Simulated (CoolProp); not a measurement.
Vapour pressure (kPa) of sulfur dioxide: the reference equation beside estimates from Tc = 157.5 °C, pc = 7887 kPa, ω = 0.256. Clausius-Clapeyron is anchored at -22.25 °C with a constant enthalpy of vaporisation of 25.64 kJ/mol.

Computed with CoolProp (reference Helmholtz-energy equation of state, Gao 2016).

```json
[
 {"T (°C)": "-43.05", "reference": "17.97", "Lee-Kesler": "17.35", "Clausius-Clapeyron": "18.71", "van der Waals": "339.0", "Soave-Redlich-Kwong": "17.71", "Peng-Robinson": "18.68"},
 {"T (°C)": "-36.15", "reference": "27.03", "Lee-Kesler": "26.21", "Clausius-Clapeyron": "27.64", "van der Waals": "408.4", "Soave-Redlich-Kwong": "26.67", "Peng-Robinson": "27.87"},
 {"T (°C)": "-29.25", "reference": "39.58", "Lee-Kesler": "38.53", "Clausius-Clapeyron": "39.94", "van der Waals": "487.0", "Soave-Redlich-Kwong": "39.09", "Peng-Robinson": "40.53"},
 {"T (°C)": "-22.25", "reference": "56.83", "Lee-Kesler": "55.55", "Clausius-Clapeyron": "56.83", "van der Waals": "577.0", "Soave-Redlich-Kwong": "56.19", "Peng-Robinson": "57.84"},
 {"T (°C)": "-15.35", "reference": "79.37", "Lee-Kesler": "77.89", "Clausius-Clapeyron": "78.97", "van der Waals": "676.2", "Soave-Redlich-Kwong": "78.57", "Peng-Robinson": "80.37"},
 {"T (°C)": "-8.35", "reference": "109.1", "Lee-Kesler": "107.5", "Clausius-Clapeyron": "108.3", "van der Waals": "788.2", "Soave-Redlich-Kwong": "108.1", "Peng-Robinson": "110.0"},
 {"T (°C)": "-1.45", "reference": "146.5", "Lee-Kesler": "144.8", "Clausius-Clapeyron": "145.6", "van der Waals": "910.2", "Soave-Redlich-Kwong": "145.4", "Peng-Robinson": "147.2"},
 {"T (°C)": "5.55", "reference": "194.1", "Lee-Kesler": "192.6", "Clausius-Clapeyron": "193.6", "van der Waals": "1046", "Soave-Redlich-Kwong": "193.0", "Peng-Robinson": "194.5"},
 {"T (°C)": "12.45", "reference": "252.3", "Lee-Kesler": "251.0", "Clausius-Clapeyron": "253.0", "van der Waals": "1193", "Soave-Redlich-Kwong": "251.3", "Peng-Robinson": "252.2"},
 {"T (°C)": "19.45", "reference": "324.4", "Lee-Kesler": "323.6", "Clausius-Clapeyron": "327.5", "van der Waals": "1356", "Soave-Redlich-Kwong": "323.6", "Peng-Robinson": "323.7"},
 {"T (°C)": "26.35", "reference": "410.2", "Lee-Kesler": "410.0", "Clausius-Clapeyron": "417.5", "van der Waals": "1529", "Soave-Redlich-Kwong": "409.7", "Peng-Robinson": "408.7"},
 {"T (°C)": "33.35", "reference": "514.0", "Lee-Kesler": "514.6", "Clausius-Clapeyron": "528.2", "van der Waals": "1720", "Soave-Redlich-Kwong": "514.3", "Peng-Robinson": "511.7"},
 {"T (°C)": "40.25", "reference": "635.0", "Lee-Kesler": "636.6", "Clausius-Clapeyron": "659.2", "van der Waals": "1922", "Soave-Redlich-Kwong": "636.3", "Peng-Robinson": "631.7"},
 {"T (°C)": "47.15", "reference": "776.5", "Lee-Kesler": "779.1", "Clausius-Clapeyron": "814.8", "van der Waals": "2139", "Soave-Redlich-Kwong": "779.3", "Peng-Robinson": "772.3"},
 {"T (°C)": "54.15", "reference": "943.2", "Lee-Kesler": "946.8", "Clausius-Clapeyron": "1001", "van der Waals": "2375", "Soave-Redlich-Kwong": "948.0", "Peng-Robinson": "938.1"}
]
```

Absolute difference from the reference over all 15 rows, mean and median: Lee-Kesler 1.2 and 0.8 %, Clausius-Clapeyron 2.0 and 1.0 %, van der Waals 620.4 and 438.9 %, Soave-Redlich-Kwong 0.7 and 0.6 %, Peng-Robinson 1.1 and 0.5 %.
